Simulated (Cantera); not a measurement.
Gas mixture: H2O : H2 : CH3OH = 0.54 : 0.11 : 0.96 (molar parts), at 330 Torr, frozen composition.

Cantera's kinetic-theory transport with the Lennard-Jones parameters of GRI-Mech 3.0, ideal gas; thermal conductivity in the multicomponent form. Polar gases are described roughly by these parameters. The composition is frozen, though it would react at the higher temperatures.

One state of this run: ρ (kg/m³) = 0.134; cp (J/kg/K) = 2743; μ (µPa s) = 32.9; λ (mW/m/K) = 130; Pr = 0.691; D (cm²/s) H2O = 4.08; D (cm²/s) O = 5.86; D (cm²/s) C2H2 = 3.06. D: mixture-averaged diffusion coefficient of that species in the mixture.

Problem. Which value of T (K) does it belong to?
A) 1600
B) 1400
C) 400
D) 1000

Solution. D, 1000
